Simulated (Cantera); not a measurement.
Feed: 1 mol NiS, 960 mol H2, 1.1 mol N2, equilibrated at 1673 K.

These are equilibrium values from Cantera (NASA tables, ideal gas, pure condensed phases), not measurements of a reactor. Candidate condensed phases: Ni, NiS, NiS2, Ni3S2, Ni3S4, S; 17 gas species. Rates play no part.

x: gas mole fraction; n: condensed amount in mol.

| P (Pa) | x H2 | x H | x N2 | x H2S | x Ni | x SH | n Ni(s) |
|---|---|---|---|---|---|---|---|
| 10 | 0.986 | 0.0113 | 0.00114 | 0.000186 | 0.00103 | (withheld) | 0 |
| 100 | 0.993 | 0.00359 | 0.00114 | 0.000498 | 0.00102 | (withheld) | 0 |
| 1000 | 0.997 | 0.00114 | 0.00114 | 0.000830 | 0.000167 | (withheld) | 0.834 |
| 10000 | 0.997 | 0.000360 | 0.00114 | 0.000978 | 1.67e-5 | (withheld) | 0.983 |
| 100000 | 0.998 | 0.000114 | 0.00114 | 0.00102 | 1.67e-6 | (withheld) | 0.998 |
| 1000000 | 0.998 | 3.60e-5 | 0.00114 | 0.00103 | 1.67e-7 | (withheld) | 1.000 |

Task: Some entries are withheld; supply them.

Result: 
- 10, x SH: 0.000327
- 100, x SH: 0.000276
- 1000, x SH: 0.000145
- 10000, x SH: 5.41e-5
- 100000, x SH: 1.79e-5
- 1000000, x SH: 5.73e-6
